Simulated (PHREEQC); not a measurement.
Make-up at 55 °C: 1.9 mmol/kgw Na2HAsO4, 0.032 mmol/kgw NaOH and 9.7 mmol/kgw NaCl. Closed to the air; pH follows from the charge balance.

Computed with PHREEQC (ion-association model, wateq4f.dat).

Each row changes one thing in this solution. Precipitation was switched off in this run.

| case | pH | ionic strength (mol/kgw) | SI of Halite (NaCl) |
|---|---|---|---|
| as made | 8.78 | 0.0154 | -5.64 |
| diluted 2-fold with water | 8.63 | … | -6.21 |
| Na2HAsO4 from 0.0019 to 0.00019 mol/kgw | 8.65 | 0.0103 | … |
| Na2HAsO4 replaced by Na2SiF6 at the same molality | 3.28 | 0.0151 | -5.64 |
| diluted 100-fold with water | 7.73 | 0.000151 | … |

Q: Some entries are withheld; supply them.

A: 
- diluted 2-fold with water, ionic strength (mol/kgw): 0.00770
- Na2HAsO4 from 0.0019 to 0.00019 mol/kgw, SI of Halite (NaCl): -5.75
- diluted 100-fold with water, SI of Halite (NaCl): -9.54

Some of these states are supersaturated (in Quartz (slow to form), Chalcedony (slow to form), for instance). At this temperature some constants are extrapolated from 25 °C, and those without enthalpy data are left unchanged. SiF6-2 is the database's only silicon fluoride.
